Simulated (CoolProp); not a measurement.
Vapour-liquid equilibrium of dimethyl ether (1) + R236FA (2) at 191.7 K; x and y are mole fractions of (1).

The numbers come from the multi-fluid Helmholtz-energy mixture model, Wu 2011 and Pan 2012; pair parameters Bell 2016 in CoolProp.

**Question.** Give the bubble pressure and the first vapour's composition at x = 0.35, 0.5, 0.65. Is there an azeotrope?

**Answer.** x = 0.35: 0.0009786 MPa, y = 0.661; x = 0.5: 0.001396 MPa, y = 0.848; x = 0.65: 0.002000 MPa, y = 0.944. No azeotrope shows between x = 0.05 and 0.95.

Pair parameters are fitted to limited data, so mixtures are less certain than the pure fluids.
